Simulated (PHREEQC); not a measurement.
Make-up at 20 °C: 0.0024 mol NH4HCO3 and 6.2e-05 mol CaCl2 per kg of water. Closed to the air; pH follows from the charge balance.

Equilibrium calculation in PHREEQC: ion-association model, phreeqc.dat.

The ionic strength comes out as 0.00253 mol/kgw. What activity coefficients do NH4+, CaHCO3+, Cl-, CO3-2, HCO3- get?

NH4+ 0.95, CaHCO3+ 0.95, Cl- 0.95, CO3-2 0.81, HCO3- 0.95.

This is a speciation only: nothing precipitates in the calculation. Complexes and solids missing from the database can't appear.
